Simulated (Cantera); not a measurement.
What does this Cantera script print?

```python
import numpy as np
import cantera as ct

gas_names = """
    CL CLO CL2 H HCL HOCL HO2 H2 H2O H2O2 O OH O2 O3 Si SiCL SiCL2 SiCL3 SiCL4 SiH SiHCL3 SiH2 SiH2CL2
    SiH3 SiH3CL SiH4 SiO SiO2 Si2 Si3
""".split()
cond_names = """
    H2O(s) H2O(L) Si(cr) Si(L) SiO2(Lqz) SiO2(hqz) SiO2(L)
""".split()


# ... load() reads the species with a 1 bar reference pressure and builds the phases ...
atoms = {
    'SiO2': {'Si': 1, 'O': 2},
    'Cl2': {'CL': 2},
    'H2': {'H': 2},
}
top_T = {}  # K; cautious upper limits of use, not melting points


# ... equilibrate(T, P, feed) seeds the gas with the atoms and calls Mixture.equilibrate('TP', solver="vcs", rtol=1e-11, max_steps=5000) ...
results = []
feed = {'SiO2': 1, 'Cl2': 3.7, 'H2': 0.23}  # mol
P = 100000  # Pa
for T in [923, 1023, 1123, 1223, 1323, 1423, 1523, 1623]:
    mix = equilibrate(T, P, feed)
    results.append((T, P, feed, dict(zip(mix.species_names, mix.species_moles))))

top = {s: max(r[3][s] / sum(r[3][g] for g in gas_names) for r in results) for s in gas_names}
cols = sorted((s for s in top if top[s] > 1e-05), key=lambda s: -top[s])[:8]
seen = [c for c in cond_names if any(r[3].get(c, 0) > 1e-12 for r in results)]
print("log10 of partial pressures in bar; condensed amounts in mol")
print(f"{'T/K':>10s}" + "".join(f"{s[:9]:>10s}" for s in cols + seen))
for T, P, feed, n in results:
    ng = sum(n[g] for g in gas_names)
    print(f"{T:10.4g}" + "".join(f"{np.log10(max(n[s] / ng * P / 1e5, 1e-99)):10.3f}" for s in cols)
          + "".join(f"{n.get(c, 0):10.4g}" for c in seen))
```

Result:

```
log10 of partial pressures in bar; condensed amounts in mol
       T/K       CL2       HCL        CL     SiCL4        O2       CLO       H2O SiO2(hqz)
       923    -0.054    -0.932    -3.979    -5.369    -6.223    -8.199    -5.134         1
      1023    -0.054    -0.932    -3.292    -4.969    -5.263    -7.156    -4.981         1
      1123    -0.055    -0.932    -2.726    -4.510    -4.608    -6.366    -4.922    0.9999
      1223    -0.057    -0.933    -2.252    -4.075    -4.114    -5.733    -4.901    0.9997
      1323    -0.061    -0.935    -1.849    -3.693    -3.714    -5.205    -4.893    0.9992
      1423    -0.069    -0.939    -1.505    -3.365    -3.381    -4.760    -4.891    0.9983
      1523    -0.085    -0.945    -1.209    -3.087    -3.102    -4.382    -4.895    0.9967
      1623    -0.110    -0.956    -0.956    -2.855    -2.871    -4.064    -4.903    0.9942
```

Cantera equilibrium calculation (NASA polynomials, part measured and part estimated; ideal gas, pure solids and liquids). The tables hold silica as quartz up to 1696 K and as liquid above; real silica turns to tridymite and cristobalite and melts near 1996 K.
